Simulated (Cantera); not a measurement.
A Cantera script and its output.

```python
import numpy as np
import cantera as ct

gas = ct.Solution("gri30.yaml")
gas.TPX = 1075, 73000, {'CO': 1, 'H2': 1.4, 'O2': 0.358, 'N2': 1.35, 'H2O': 0.47}
reactor = ct.IdealGasReactor(gas, energy="on", clone=False)
net = ct.ReactorNet([reactor])
net.rtol, net.atol = 1e-08, 1e-16
show = ['CO', 'H2', 'O2', 'OH', 'H2O', 'O']
times = np.geomspace(1e-06, 2, 16)

steps = ct.SolutionArray(gas, extra=["t"])
rows = []
print(f"{'t/s':>10s}{'T/K':>9s}{'P/Pa':>11s}" + "".join(f"{s:>11s}" for s in show))
for t in times:
    while net.time < t:
        t_next = net.step()
        steps.append(gas.state, t=t_next)
    rows.append([np.interp(t, steps.t, y) for y in (steps.T, steps.P, *steps(*show).X.T)])
    print(f"{t:10.3e}{rows[-1][0]:9.1f}{rows[-1][1]:11.4g}" + "".join(f"{x:11.3e}" for x in rows[-1][2:]))
rate = np.gradient(steps.T, steps.t)
print("integrator steps:", len(steps.t))
if steps.T.max() > steps.T[0] + 200:
    print(f"time of steepest temperature rise: {steps.t[rate.argmax()]:.4e} s")
gas.TPX = 1075, 73000, {'CO': 1, 'H2': 1.4, 'O2': 0.358, 'N2': 1.35, 'H2O': 0.47}
gas.equilibrate("UV")
print(f"equilibrium (UV): T = {gas.T:.1f} K  " + "  ".join(f"{s} {gas[s].X[0]:.3e}" for s in show))
```

Result:

```
       t/s      T/K       P/Pa         CO         H2         O2         OH        H2O          O
 1.000e-06   1075.0    7.3e+04  2.184e-01  3.058e-01  7.820e-02  8.224e-12  1.027e-01  4.828e-11
 2.631e-06   1075.0    7.3e+04  2.184e-01  3.058e-01  7.820e-02  1.975e-11  1.027e-01  8.805e-11
 6.920e-06   1075.0    7.3e+04  2.184e-01  3.058e-01  7.820e-02  4.498e-11  1.027e-01  1.563e-10
 1.821e-05   1075.0    7.3e+04  2.184e-01  3.058e-01  7.820e-02  1.374e-10  1.027e-01  3.942e-10
 4.789e-05   1075.0    7.3e+04  2.184e-01  3.058e-01  7.820e-02  8.189e-10  1.027e-01  2.131e-09
 1.260e-04   1075.0    7.3e+04  2.184e-01  3.058e-01  7.820e-02  3.702e-08  1.027e-01  9.283e-08
 3.314e-04   2122.1  1.361e+05  1.863e-01  1.881e-01  4.363e-04  5.743e-03  2.219e-01  8.552e-04
 8.719e-04   2394.6  1.505e+05  1.960e-01  1.987e-01  1.809e-05  1.530e-03  2.383e-01  3.609e-05
 2.294e-03   2403.6   1.51e+05  1.963e-01  1.991e-01  1.294e-05  1.309e-03  2.388e-01  2.605e-05
 6.034e-03   2403.6   1.51e+05  1.963e-01  1.991e-01  1.292e-05  1.308e-03  2.388e-01  2.600e-05
 1.587e-02   2403.4   1.51e+05  1.963e-01  1.991e-01  1.289e-05  1.307e-03  2.388e-01  2.595e-05
 4.176e-02   2403.1   1.51e+05  1.963e-01  1.991e-01  1.284e-05  1.304e-03  2.388e-01  2.587e-05
 1.099e-01   2403.0   1.51e+05  1.963e-01  1.991e-01  1.283e-05  1.303e-03  2.387e-01  2.584e-05
 2.890e-01   2403.0   1.51e+05  1.963e-01  1.991e-01  1.283e-05  1.303e-03  2.387e-01  2.584e-05
 7.603e-01   2403.0   1.51e+05  1.963e-01  1.991e-01  1.283e-05  1.303e-03  2.387e-01  2.584e-05
 2.000e+00   2403.0   1.51e+05  1.963e-01  1.991e-01  1.283e-05  1.303e-03  2.387e-01  2.584e-05
integrator steps: 1511
time of steepest temperature rise: 2.8266e-04 s
equilibrium (UV): T = 2403.0 K  CO 1.963e-01  H2 1.991e-01  O2 1.283e-05  OH 1.303e-03  H2O 2.387e-01  O 2.584e-05
```

Model: GRI-Mech 3.0 (53 species, 325 reactions), integrated in Cantera.
